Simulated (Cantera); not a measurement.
A closed system holds: 1 mol H2S, 0.25 mol O2, 4.3 mol H2, at 1350 K and 0.0650 bar.

Equilibrium computed with Cantera from the NASA thermochemical tables; the gas is ideal and each condensed phase is pure. Candidate condensed phases: H2O, H2SO4, S; 19 gas species. Kinetics and transport are ignored.

Base state: H2 0.732, H2S 0.163, H2O 0.0932, S2 0.0115, SH 0.000766 (mole fractions); condensed: gas only.

Q: What changes in the equilibrium state with this change: temperature from 1350 K to 2100 K?

A: 
```json
[
 {"species": "H2", "before": "0.732", "after": "0.795"},
 {"species": "H2O", "before": "0.0932", "after": "0.0818"},
 {"species": "S2", "before": "0.0115", "after": "0.0605"},
 {"species": "H2S", "before": "0.163", "after": "0.0227"},
 {"species": "H", "before": "8.00e-6", "after": "0.0109"},
 {"species": "SH", "before": "0.000766", "after": "0.0194"},
 {"species": "OH", "before": "1.65e-8", "after": "0.000134"},
 {"species": "S", "before": "2.47e-6", "after": "0.00573"},
 {"species": "SO", "before": "3.90e-6", "after": "0.00317"},
 {"species": "SO2", "before": "4.25e-6", "after": "0.000550"},
 {"species": "S2O", "before": "1.89e-6", "after": "6.55e-5"}
]
```
